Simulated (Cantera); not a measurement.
Charge: 1 mol Si, 28 mol CO2, 170 mol N2, equilibrated at 2.00 bar.

Method: chemical equilibrium by Gibbs-energy minimisation in Cantera with the NASA 1993 tables (ideal gas, pure condensed phases). Candidate condensed phases: C, Si, SiC, SiO2, Si2N2O, Si3N4; 34 gas species. The tables hold silica as quartz up to 1696 K and as liquid above; real silica turns to tridymite and cristobalite and melts near 1996 K. Equilibrium is a limit: real reactors are often held back by kinetics, nucleation or transport.

**Question.** At 1748 K, list the 3 most abundant gas species with their mole fractions, and the condensed phases.

**Answer.** N2 0.859, CO2 0.131, CO 0.0101. Condensed: SiO2(condensed).
